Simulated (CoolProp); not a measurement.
Sulfur dioxide along the isotherm 220.15 °C: fugacity coefficient from the reference equation and from simpler models built on Tc = 157.5 °C, pc = 7887 kPa, ω = 0.256; each cubic takes its own stable root.

The numbers come from the reference Helmholtz-energy equation of state, Gao 2016 in CoolProp.

| p (kPa) | phase | reference | van der Waals | Redlich-Kwong | Soave-Redlich-Kwong | Peng-Robinson |
|---|---|---|---|---|---|---|
| 263 | gas | 0.9929 | 0.9929 | 0.9924 | 0.9930 | 0.9919 |
| 526 | gas | 0.9858 | 0.9859 | 0.9848 | 0.9860 | 0.9838 |
| 789 | gas | 0.9787 | 0.9788 | 0.9773 | 0.9790 | 0.9758 |
| 1050 | gas | 0.9717 | 0.9718 | 0.9698 | 0.9721 | 0.9678 |
| 1310 | gas | 0.9647 | 0.9649 | 0.9624 | 0.9653 | 0.9600 |
| 1580 | gas | 0.9576 | 0.9577 | 0.9547 | 0.9582 | 0.9519 |
| 1840 | gas | 0.9507 | 0.9508 | 0.9474 | 0.9514 | 0.9442 |
| 2100 | gas | 0.9438 | 0.9438 | 0.9401 | 0.9447 | 0.9365 |
| 2370 | gas | 0.9367 | 0.9367 | 0.9325 | 0.9377 | 0.9286 |
| 2630 | gas | 0.9298 | 0.9298 | 0.9253 | 0.9310 | 0.9210 |
| 2890 | gas | 0.9230 | 0.9229 | 0.9180 | 0.9243 | 0.9134 |
| 3150 | gas | 0.9162 | 0.9160 | 0.9109 | 0.9177 | 0.9059 |
| 3420 | gas | 0.9092 | 0.9089 | 0.9034 | 0.9108 | 0.8982 |
| 3680 | gas | 0.9025 | 0.9020 | 0.8963 | 0.9043 | 0.8908 |
| 3940 | gas | 0.8958 | 0.8952 | 0.8892 | 0.8977 | 0.8835 |
